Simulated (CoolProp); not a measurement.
Saturation properties of isobutane.

The numbers come from the reference Helmholtz-energy equation of state, Bücker 2006 in CoolProp.

```tsv
T (K)	p (MPa)	vapour Z	surface tension (mN/m)
238.6	0.03761	0.9797	?
255	0.07830	?	?
271.4	0.1475	0.9460	?
287.9	0.2570	?	11.2
304.3	0.4180	0.8881	9.32
320.8	0.6462	0.8483	7.53
337.2	0.9533	0.8006	5.81
353.6	1.356	0.7429	4.17
370.1	1.876	0.6715	?
```

Problem. Some entries are withheld; supply them.

Solution. 
- 238.6, surface tension (mN/m): 16.9
- 255, vapour Z: 0.9656
- 255, surface tension (mN/m): 14.9
- 271.4, surface tension (mN/m): 13.0
- 287.9, vapour Z: 0.9203
- 370.1, surface tension (mN/m): 2.63

It boils at 261.4 K under 1 atm.

Surface tension comes from a separate correlation (Mulero 2012).
